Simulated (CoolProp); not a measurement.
R13 at several states: fugacity coefficient from the reference equation and from simpler models built on Tc = 29.9 °C, pc = 3.973 MPa, ω = 0.175; each cubic takes its own stable root.

Values from CoolProp's reference Helmholtz-energy equation of state, Platzer 1990. This equation is an older, rougher fit.

```csv
T (°C),p (MPa),phase,reference,Redlich-Kwong,Soave-Redlich-Kwong,Peng-Robinson
115.95,0.0343,gas,0.9988,0.9986,0.9988,0.9985
139.75,0.993,gas,0.9719,0.9671,0.9723,0.9659
8.85,0.316,gas,0.9659,0.9669,0.9662,0.9630
159.75,0.0121,gas,0.9997,0.9997,0.9997,0.9996
-18.85,0.366,gas,0.9443,0.9488,0.9466,0.9427
-52.05,0.0858,gas,0.9792,0.9823,0.9813,0.9802
```
